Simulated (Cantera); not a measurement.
Standard-state values (1 bar) from the NASA 1993 polynomials, evaluated with Cantera. Values are per mole of reaction as written; species without (g) are pure solids or liquids, kept so even where they would boil at 1 bar.

3 H₂O₂(g) + 4 V = 3 H₂(g) + 2 V₂O₃

| T (K) | ΔH° (kJ) | ΔS° (J/K) | ΔG° (kJ) | log10 K | condensed phases |
|---|---|---|---|---|---|
| 2100 | [?] | [?] | [?] | [?] | V(s), V₂O₃(s) |
| 2150 | [?] | [?] | [?] | [?] | V(s), V₂O₃(s) |
| 2200 | -2003.8 | -141.9 | -1691.8 | 40.17 | V(l), V₂O₃(s) |
| 2250 | [?] | [?] | [?] | [?] | V(l), V₂O₃(s) |
| 2300 | [?] | [?] | [?] | [?] | V(l), V₂O₃(s) |
| 2350 | -1762.4 | -38.6 | -1671.7 | 37.16 | V(l), V₂O₃(l) |

Q: Some entries are withheld; supply them.

A: 
- 2100, ΔH° (kJ): -1917.8
- 2100, ΔS° (J/K): -102.6
- 2100, ΔG° (kJ): -1702.3
- 2100, log10 K: 42.34
- 2150, ΔH° (kJ): -1915.1
- 2150, ΔS° (J/K): -101.3
- 2150, ΔG° (kJ): -1697.2
- 2150, log10 K: 41.23
- 2250, ΔH° (kJ): -2001.4
- 2250, ΔS° (J/K): -140.8
- 2250, ΔG° (kJ): -1684.7
- 2250, log10 K: 39.11
- 2300, ΔH° (kJ): -1998.9
- 2300, ΔS° (J/K): -139.7
- 2300, ΔG° (kJ): -1677.7
- 2300, log10 K: 38.10
